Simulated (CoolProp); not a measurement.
R13 at 281.56 K and 3.6 MPa flows at 0.2 m/s in a round tube of 4.6 mm bore and 1.5 µm roughness, fully developed (64/Re and Nu = 3.66 if laminar; Colebrook and Gnielinski if turbulent). Each further row changes one setting.

Computed with CoolProp (reference Helmholtz-energy equation of state, Platzer 1990). This equation is an older, rougher fit; its heat capacities, sound speeds and derivatives of the liquid may be far off and weren't checked against measurements.

```csv
case,Reynolds number,Darcy friction factor,pressure drop (Pa/m),heat-transfer coefficient (W/(m² K)),mass flow (kg/h)
as stated,11000,0.0306,145,608,13.0
velocity 0.4 m/s,22000,0.0260,492,1120,26.0
diameter 9.2 mm,22000,0.0256,60.6,553,52.0
```

Viscosity comes from a separate model (Huber 2003), an estimate that may be off by 10 % or more. Thermal conductivity comes from a separate model (Huber 2003), an estimate that may be off by 10 % or more.
